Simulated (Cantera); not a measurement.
What does this Cantera script print?

```python
import numpy as np
import cantera as ct

gas_names = """
    N NO NO2 NO3 N2 N2O O O2 O3 Si SiN SiO SiO2 Si2 Si2N Si3
""".split()
cond_names = """
    Si(cr) Si(L) SiO2(Lqz) SiO2(hqz) SiO2(L) Si2N2O(s) Si3N4(a)
""".split()


# ... load() reads the species with a 1 bar reference pressure and builds the phases ...
atoms = {
    'Si': {'Si': 1},
    'O2': {'O': 2},
    'N2': {'N': 2},
}
top_T = {'Si2N2O(s)': 2100, 'Si3N4(a)': 2400}  # K; cautious upper limits of use, not melting points


# ... equilibrate(T, P, feed) seeds the gas with the atoms and calls Mixture.equilibrate('TP', solver="vcs", rtol=1e-11, max_steps=5000) ...
results = []
T = 2073  # K
P = 1.2  # Pa
for m in [120, 200, 280, 360, 440, 520, 600, 680, 760]:
    feed = {'Si': 1, 'O2': 0.42, 'N2': m}  # mol
    mix = equilibrate(T, P, feed)
    results.append((T, P, feed, dict(zip(mix.species_names, mix.species_moles))))

top = {s: max(r[3][s] / sum(r[3][g] for g in gas_names) for r in results) for s in gas_names}
cols = sorted((s for s in top if top[s] > 1e-06), key=lambda s: -top[s])[:7]
seen = [c for c in cond_names if any(r[3].get(c, 0) > 1e-12 for r in results)]
print("log10 of partial pressures in bar; condensed amounts in mol")
print(f"{'n(N2)':>10s}" + "".join(f"{s[:9]:>10s}" for s in cols + seen))
for T, P, feed, n in results:
    ng = sum(n[g] for g in gas_names)
    print(f"{feed['N2']:10.4g}" + "".join(f"{np.log10(max(n[s] / ng * P / 1e5, 1e-99)):10.3f}" for s in cols)
          + "".join(f"{n.get(c, 0):10.4g}" for c in seen))
```

It prints:

```
log10 of partial pressures in bar; condensed amounts in mol
     n(N2)        N2       SiO        Si       SiN
       120    -4.924    -7.079    -7.800   -10.919
       200    -4.923    -7.300    -8.020   -11.139
       280    -4.922    -7.445    -8.166   -11.284
       360    -4.922    -7.554    -8.275   -11.393
       440    -4.922    -7.641    -8.361   -11.480
       520    -4.922    -7.713    -8.434   -11.552
       600    -4.922    -7.775    -8.496   -11.614
       680    -4.921    -7.830    -8.550   -11.668
       760    -4.921    -7.878    -8.598   -11.716
```

Method: chemical equilibrium by Gibbs-energy minimisation in Cantera with the NASA 1993 tables (ideal gas, pure condensed phases).
